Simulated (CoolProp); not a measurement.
Vapour-liquid equilibrium of n-heptane (1) + ethylbenzene (2) at 0.51 MPa; x and y are mole fractions of (1).

The numbers come from the multi-fluid Helmholtz-energy mixture model, Span 2003 and Zhou 2012; pair parameters Bell 2016 in CoolProp.

```json
[
 {"x": "0.05", "bubble temperature (°C)": "204.7", "y at the bubble point": "0.109", "dew temperature at overall composition x (°C)": "207.0", "liquid density (mol/L)": "6.379"},
 {"x": "0.2", "bubble temperature (°C)": "194.5", "y at the bubble point": "0.361", "dew temperature at overall composition x (°C)": "201.1", "liquid density (mol/L)": "6.241"},
 {"x": "0.35", "bubble temperature (°C)": "186.6", "y at the bubble point": "0.538", "dew temperature at overall composition x (°C)": "194.9", "liquid density (mol/L)": "6.088"},
 {"x": "0.5", "bubble temperature (°C)": "180.3", "y at the bubble point": "0.673", "dew temperature at overall composition x (°C)": "188.3", "liquid density (mol/L)": "5.931"},
 {"x": "0.65", "bubble temperature (°C)": "174.9", "y at the bubble point": "0.784", "dew temperature at overall composition x (°C)": "181.4", "liquid density (mol/L)": "5.774"},
 {"x": "0.8", "bubble temperature (°C)": "170.3", "y at the bubble point": "0.881", "dew temperature at overall composition x (°C)": "174.2", "liquid density (mol/L)": "5.621"},
 {"x": "0.95", "bubble temperature (°C)": "166.2", "y at the bubble point": "0.971", "dew temperature at overall composition x (°C)": "167.1", "liquid density (mol/L)": "5.474"}
]
```

No azeotrope shows between x = 0.05 and 0.95.

The pair parameters rest on a limited set of measurements; away from them the model extrapolates.
